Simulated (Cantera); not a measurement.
Charge: 1 mol MgO, 2.1 mol C, 19 mol H₂, held at 1575 K and 1.33 mbar.

Equilibrium computed with Cantera from the NASA thermochemical tables; the gas is ideal and each condensed phase is pure. Candidate condensed phases: C, C₆H₆, C₇H₈, C₈H₁₈, H₂O, Mg, MgCO₃, MgO, Mg(OH)₂; 116 gas species. The tables' values for MgH are old estimates; treat these amounts as uncertain. Equilibrium is a limit: real reactors are often held back by kinetics, nucleation or transport.

Base state: H₂ 0.904, CO 0.0476, Mg 0.0476, H 0.00108, C₂H₂ (acetylene) 1.91e-5, MgH 1.84e-5 (mole fractions); condensed: C(graphite).

Task: What changes in the equilibrium state with this change: temperature from 1575 K to 1173 K?

Result: 
| species | before | after |
|---|---|---|
| H₂ | 0.904 | 0.999 |
| CO | 0.0476 | 0.000544 |
| Mg | 0.0476 | 0.000543 |
| H | 0.00108 | 3.23e-6 |
| C₂H₂ (acetylene) | 1.91e-5 | 6.12e-8 |
| MgH | 1.84e-5 | 1.31e-7 |
| C(graphite), mol | 1.10 | 2.09 |
| MgO(s), mol | 0 | 0.990 |

Task: What changes in the equilibrium state with this change: MgO replaced by Ta₂O₅?

Result: 
| species | before | after |
|---|---|---|
| H₂ | 0.904 | 0.925 |
| CO | 0.0476 | 0.0730 |
| H | 0.00108 | 0.00109 |
| Mg | 0.0476 | 0 |
| C₂H₂ (acetylene) | 1.91e-5 | <1e-9 |
| MgH | 1.84e-5 | 0 |
| CO₂ | 1.07e-9 | 1.08e-5 |
| H₂O | 5.89e-8 | 0.000396 |
| C(graphite), mol | 1.10 | 0 |
| TaC(s), mol | 0 | 0.602 |
| Ta₂O₅(s), mol | 0 | 0.699 |
Mutual solubility and eutectic melting of coexisting phases are not modelled. TaC: taken at fixed stoichiometry. Condensed phases not in the tables: Ta₂C. Further candidate phases: Ta, TaC, Ta₂O₅.
